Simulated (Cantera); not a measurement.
A freely propagating, adiabatic, planar premixed flame of 23.6 % CO, 14.4 % H₂, 15.9 % O₂, 46.1 % N₂, equivalence ratio 1.2, unburnt at 550 K and 0.130 bar; mixture-averaged transport, grid criteria slope 0.08 and curve 0.16, no radiation.

Model: GRI-Mech 3.0 (53 species, 325 reactions), integrated in Cantera. Burning velocities carry a grid error of a few per cent, more on coarse grids.

**Question.** Predict: laminar burning velocity; thermal thickness; peak x(H).

**Answer.** 
```
Quantity                    Result
------------------------  --------
laminar burning velocity  381 cm/s
thermal thickness          7.59 mm
peak x(H)                   0.0727
```
